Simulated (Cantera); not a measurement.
Charge: 1 mol AlN, 5.6 mol O2, 2.1 mol H2, held at 1700 °C and 43.0 Pa.

Cantera equilibrium calculation (NASA polynomials, part measured and part estimated; ideal gas, pure solids and liquids). Candidate condensed phases: Al, AlN, Al2O3, H2O; 35 gas species. The numbers say what is thermodynamically allowed, not how fast it happens.

Base state: O2 0.565, H2O 0.300, N2 0.0746, OH 0.0276, O 0.0197, H2 0.00452, H 0.00438, NO 0.00359 (mole fractions); condensed: Al2O3(s).

What changes in the equilibrium state with this change: O2 from 5.6 to 1.5 mol?


| species | before | after |
|---|---|---|
| H2O | 0.300 | 0.555 |
| H2 | 0.00452 | 0.217 |
| N2 | 0.0746 | 0.188 |
| O2 | 0.565 | 0.000838 |
| O | 0.0197 | 0.000758 |
| H | 0.00438 | 0.0304 |
| OH | 0.0276 | 0.00737 |
| NO | 0.00359 | 0.000219 |
| Al2O3(s), mol | 0.500 | 0.500 |
